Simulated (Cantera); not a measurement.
A perfectly stirred reactor is fed with NH₃ : H₂ = 1 : 0.62 (molar parts), at 45000 Pa; it is held at 1548 K, and followed from long to short residence time.

Detailed kinetics in Cantera: the gas-phase N/H chemistry of the illustrative SiF4/NH3 mechanism in the Surface Chemkin manual (1991). Walls and surfaces, which speed up NH3 decomposition in real reactors, are not modelled.

Task: Predict: x(NH₃) at τ = 4.20 s; x(H₂) at τ = 4.20 s; x(H) at τ = 4.20 s; x(NH₂) at τ = 4.20 s; x(N) at τ = 4.20 s; x(NH₃) at τ = 28.0 ms; x(H₂) at τ = 28.0 ms; x(H) at τ = 28.0 ms; x(NH₂) at τ = 28.0 ms; x(N) at τ = 28.0 ms.

Result: 
- x(NH₃) at τ = 4.20 s: 0.550
- x(H₂) at τ = 4.20 s: 0.429
- x(H) at τ = 4.20 s: 1.54e-5
- x(NH₂) at τ = 4.20 s: 4.54e-5
- x(N) at τ = 4.20 s: 3.01e-9
- x(NH₃) at τ = 28.0 ms: 0.617
- x(H₂) at τ = 28.0 ms: 0.383
- x(H) at τ = 28.0 ms: 1.23e-5
- x(NH₂) at τ = 28.0 ms: 4.52e-5
- x(N) at τ = 28.0 ms: 2.35e-9
